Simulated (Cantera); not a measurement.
A closed system holds: 1 mol BCl3, 0.31 mol N2, 24 mol H2, 1.9 mol O2, held at 977 °C and 7.70 mbar.

Method: chemical equilibrium by Gibbs-energy minimisation in Cantera with the NASA 1993 tables (ideal gas, pure condensed phases). Candidate condensed phases: B, BN, B2O3, B3O3H3, H2O, NH4Cl; 49 gas species. Gases not in the tables: H3BO3. Kinetics and transport are ignored.

Base state: H2 0.780, HCl 0.116, H2O 0.0861, N2 0.0120, HBO2 0.00550, (HBO2)3 2.16e-5 (mole fractions); condensed: B2O3(l).

What changes in the equilibrium state with this change: temperature from 977 °C to 1225 °C?


```csv
species,before,after
H2,0.780,0.767
HCl,0.116,0.114
H2O,0.0861,0.0694
HBO2,0.00550,0.0363
N2,0.0120,0.0118
B2O3,5.72e-6,0.000699
HBO,4.21e-6,0.000217
BOCl,1.13e-6,4.32e-5
"B2O3(l), mol",0.428,0
```
The tables' values for BOCl are old estimates; treat these amounts as uncertain.
